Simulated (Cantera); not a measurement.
Feed: 1 mol CH₃SiCl₃, 600 mol H₂, 0.076 mol C₂H₂, equilibrated at 1575 K and 0.140 bar.

Method: chemical equilibrium by Gibbs-energy minimisation in Cantera with the NASA 1993 tables (ideal gas, pure condensed phases). Candidate condensed phases: C, C₆H₆, C₇H₈, C₈H₁₈, Si, SiC; 109 gas species. The feed counts by its element totals alone. The numbers say what is thermodynamically allowed, not how fast it happens.

Base state: H₂ 0.995, HCl 0.00497, CH₄ 0.000220, H 0.000111, C₂H₂ (acetylene) 1.60e-5 (mole fractions); condensed: SiC(s).

Problem. What changes in the equilibrium state with this change: temperature from 1575 K to 2423 K?

Solution. 
| species | before | after |
|---|---|---|
| H₂ | 0.995 | 0.947 |
| H | 0.000111 | 0.0461 |
| HCl | 0.00497 | 0.00467 |
| Si | 4.52e-9 | 0.00133 |
| SiH | 4.03e-9 | 0.000144 |
| SiC₂ | <1e-9 | 3.29e-5 |
| Si₂C | <1e-9 | 1.92e-5 |
| SiCl | 3.35e-9 | 1.31e-5 |
| SiH₂ | 4.12e-8 | 5.17e-5 |
| SiC(s), mol | 0.999 | 0 |
The tables' values for SiCl are old estimates; treat these amounts as uncertain. Gases not in the tables: Si₂H₆ and higher silanes.

Problem. What changes in the equilibrium state with this change: temperature from 1575 K to 2250 K?

Solution. 
```csv
species,before,after
H₂,0.995,0.973
H,0.000111,0.0196
HCl,0.00497,0.00481
Si,4.52e-9,0.00106
Si₂C,<1e-9,7.34e-5
SiH,4.03e-9,0.000157
SiC₂,<1e-9,3.03e-5
SiCl,3.35e-9,1.96e-5
"SiC(s), mol",0.999,0.0701
```
The tables' values for SiCl are old estimates; treat these amounts as uncertain. Gases not in the tables: Si₂H₆ and higher silanes.
